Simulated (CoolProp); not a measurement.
The fluid at 426.53 K and 0.00436 MPa expands adiabatically to 0.000388 MPa with isentropic efficiency 1. The same conditions are run with several fluids, on thermodynamics alone (safety and materials aside).

Computed with CoolProp (reference Helmholtz-energy equation of state of each fluid (dodecamethylcyclohexasiloxane (D6): Colonna 2008; propyne: Polt 1992; c-C4F8 (RC318): Platzer 1990; tetrahydrofuran: Fiedler 2023; R1336mzz(Z): McLinden 2020)). The equations of Platzer and Polt are older, rougher fits.

```csv
fluid,work (kJ/kg),final temperature (K),final density (kg/m³)
dodecamethylcyclohexasiloxane (D6),19.0,414.4,0.0501
propyne,187,318.8,0.00586
c-C4F8 (RC318),40.7,382.9,0.0244
tetrahydrofuran,108,351.0,0.00959
R1336mzz(Z),49.3,377.8,0.0203
```
